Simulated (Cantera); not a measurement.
Charge: 1 mol HF, 7.4 mol H₂O, 28 mol N₂, 0.23 mol O₂, equilibrated at 2798.15 K and 16.0 bar.

Cantera equilibrium calculation (NASA polynomials, part measured and part estimated; ideal gas, pure solids and liquids). Candidate condensed phases: H₂O; 40 gas species. The numbers say what is thermodynamically allowed, not how fast it happens.

Base state: N₂ 0.753, H₂O 0.182, HF 0.0270, H₂ 0.0120, OH 0.00946, O₂ 0.00667, NO 0.00639, H 0.00223 (mole fractions); condensed: gas only.

Problem. What changes in the equilibrium state with this change: pressure from 16.0 bar to 1.00 bar?

Solution. 
```json
[
 {"species": "N₂", "before": "0.753", "after": "0.735"},
 {"species": "H₂O", "before": "0.182", "after": "0.149"},
 {"species": "H₂", "before": "0.0120", "after": "0.0294"},
 {"species": "H", "before": "0.00223", "after": "0.0139"},
 {"species": "OH", "before": "0.00946", "after": "0.0198"},
 {"species": "O₂", "before": "0.00667", "after": "0.0121"},
 {"species": "HF", "before": "0.0270", "after": "0.0263"},
 {"species": "O", "before": "0.00110", "after": "0.00592"},
 {"species": "F", "before": "2.09e-5", "after": "5.23e-5"},
 {"species": "NO", "before": "0.00639", "after": "0.00849"}
]
```

Problem. What changes in the equilibrium state with this change: H₂O from 7.4 to 0.44 mol?

Solution. 
```
species   before     after
-------  -------  --------
N₂         0.753     0.939
HF        0.0270    0.0335
H₂O        0.182    0.0124
H₂        0.0120   0.00101
F        2.09e-5   8.99e-5
OH       0.00946   0.00223
H        0.00223  0.000644
O₂       0.00667   0.00445
O        0.00110  0.000899
```
